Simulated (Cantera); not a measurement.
Low-pressure radical oxidation in H2/O2

An isothermal, constant-pressure homogeneous reactor starts with 1.19 % H₂, 98.8 % O₂, at 1325 K and 0.00240 bar.

Model: the H2/O2 subset of GRI-Mech 3.0, which has no nitrogen chemistry, integrated in Cantera. Radical loss at walls, strong at low pressure, is not modelled.

| t (s) | x H₂ | x O₂ | x H | x HO₂ | x H₂O₂ | x OH |
|---|---|---|---|---|---|---|
| 2.00e-6 | 0.0119 | 0.988 | 3.27e-11 | 3.29e-11 | <1e-12 | <1e-12 |
| 6.30e-6 | 0.0119 | 0.988 | 1.01e-10 | 1.04e-10 | <1e-12 | 2.29e-12 |
| 1.98e-5 | 0.0119 | 0.988 | 3.04e-10 | 3.26e-10 | <1e-12 | 2.20e-11 |
| 6.25e-5 | 0.0119 | 0.988 | 8.34e-10 | 1.03e-9 | <1e-12 | 1.96e-10 |
| 0.000197 | 0.0119 | 0.988 | 1.82e-9 | 3.24e-9 | <1e-12 | 1.47e-9 |
| 0.000620 | 0.0119 | 0.988 | 3.15e-9 | 1.02e-8 | 1.46e-12 | 8.12e-9 |
| 0.00195 | 0.0119 | 0.988 | 8.10e-9 | 3.21e-8 | 1.41e-11 | 4.29e-8 |
| 0.00615 | 0.0119 | 0.988 | 9.45e-8 | 1.01e-7 | 1.27e-10 | 6.43e-7 |
| 0.0194 | 0.0102 | 0.987 | 0.000127 | 1.76e-7 | 1.59e-9 | 0.000783 |
| 0.0610 | 5.69e-5 | 0.977 | 0.000469 | 1.17e-7 | 3.00e-9 | 0.00132 |
| 0.192 | 5.57e-5 | 0.977 | 0.000457 | 1.16e-7 | 2.98e-9 | 0.00131 |
| 0.605 | 5.31e-5 | 0.978 | 0.000424 | 1.13e-7 | 2.95e-9 | 0.00128 |
| 1.91 | 4.60e-5 | 0.979 | 0.000339 | 1.06e-7 | 2.86e-9 | 0.00119 |
| 6.00 | 3.07e-5 | 0.982 | 0.000182 | 8.65e-8 | 2.57e-9 | 0.000976 |
x: mole fraction; the columns are a selection and need not sum to one.

Equilibrium at this temperature and pressure: H₂ 3.30e-8, O₂ 0.988, H 6.11e-9, HO₂ 1.15e-8, H₂O₂ 3.84e-11, OH 3.21e-5 (gas phase only).
